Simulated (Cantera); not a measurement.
Cantera with NASA thermochemical tables; ideal gases at 1 bar, condensed phases pure. Values are per mole of reaction as written; species without (g) are pure solids or liquids, kept so even where they would boil at 1 bar. VN: taken at fixed stoichiometry.

Question: Between 300 and 948 K, where is each reaction favourable under standard conditions?
- N2O(g) + V2O5 ⇌ V2O4 + 2 NO(g)
- 4 NO(g) + 2 V2O3 ⇌ 4 VN + 5 O2(g)
- 9 N2(g) + 4 V2O5 ⇌ 10 NO2(g) + 8 VN

Answer: 
- N2O(g) + V2O5 ⇌ V2O4 + 2 NO(g): ΔG° is 172 kJ at 300 K and 44 kJ at 948 K; it stays positive (K < 1). ΔH° is 166 kJ and ΔS° 129 J/K at 948 K.
- 4 NO(g) + 2 V2O3 ⇌ 4 VN + 5 O2(g): ΔG° is 1163 kJ at 300 K and 1088 kJ at 948 K; it stays positive (K < 1). ΔH° is 1187 kJ and ΔS° 104 J/K at 948 K.
- 9 N2(g) + 4 V2O5 ⇌ 10 NO2(g) + 8 VN: ΔG° is 4671 kJ at 300 K and 4426 kJ at 948 K; it stays positive (K < 1). ΔH° is 4488 kJ and ΔS° 65 J/K at 948 K.
